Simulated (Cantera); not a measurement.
Charge: 1 mol CH3SiCl3, 0.29 mol C2H4, 2.7 mol H2, at 0.00260 bar.

These are equilibrium values from Cantera (NASA tables, ideal gas, pure condensed phases), not measurements of a reactor. Candidate condensed phases: C, C6H6, C7H8, C8H18, Si, SiC; 109 gas species. The feed counts by its element totals alone. Gases not in the tables: Si2H6 and higher silanes. Kinetics and transport are ignored.

Problem. Which condensed phases are stable at each of these points (T (K)): 1723, 1823, 1923, 2023, 2123, 2223, 2323, 2423, 2523?

Solution. 
| T (K) | condensed phases | Si condensed (%) |
|---|---|---|
| 1723 | C(graphite) + SiC(s) | 87.1 |
| 1823 | C(graphite) + SiC(s) | 83.4 |
| 1923 | C(graphite) + SiC(s) | 79.4 |
| 2023 | C(graphite) + SiC(s) | 74.8 |
| 2123 | C(graphite) + SiC(s) | 67.6 |
| 2223 | C(graphite) + SiC(s) | 50.3 |
| 2323 | C(graphite) | 0.0 |
| 2423 | C(graphite) | 0.0 |
| 2523 | C(graphite) | 0.0 |

From 1723 K to 2223 K the condensed part is C(graphite) + SiC(s). From 2323 K to 2523 K the condensed part is C(graphite).
